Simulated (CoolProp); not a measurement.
The fluid at 298.15 K and 6.65 MPa flows at 0.058 m/s in a round tube of 10 mm bore and 0.25 µm roughness, fully developed (64/Re and Nu = 3.66 if laminar; Colebrook and Gnielinski if turbulent). The same conditions are run with several fluids, on thermodynamics alone (safety and materials aside).

The numbers come from the reference Helmholtz-energy equation of state of each fluid (R407C: Lemmon 2003; R245fa: Akasaka 2015; water: Wagner 2002) in CoolProp. Blends and air are pseudo-pure fits.

| fluid | Reynolds number | Darcy friction factor | pressure drop (Pa/m) | heat-transfer coefficient (W/(m² K)) | mass flow (kg/h) |
|---|---|---|---|---|---|
| R407C | 4030 | 0.0398 | 7.86 | 198 | 19.2 |
| R245fa | 1820 | 0.0351 | 8.01 | 34.7 | 22.3 |
| water | 652 | 0.0981 | 16.5 | 223 | 16.4 |

Transport values come from each fluid's own correlations; those of R245fa are estimates that may be off by 10 % or more.
